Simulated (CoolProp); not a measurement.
Vapour-liquid equilibrium of carbon dioxide (1) + n-pentane (2) at 265.7 K; x and y are mole fractions of (1).

Computed with CoolProp (multi-fluid Helmholtz-energy mixture model, Span 1996 and Thol 2019; pair parameters Kunz 2012).

Task: Give the bubble pressure and the first vapour's composition at x = 0.05, 0.35, 0.5. Is there an azeotrope?

Result: x = 0.05: 200.9 kPa, y = 0.913; x = 0.35: 1328 kPa, y = 0.986; x = 0.5: 1690 kPa, y = 0.989. No azeotrope shows between x = 0.05 and 0.95.

The pair parameters rest on a limited set of measurements; away from them the model extrapolates. The gap from Raoult's law changes sign with composition, which may be real or a fault of the pair parameters; it wasn't checked against measurements.
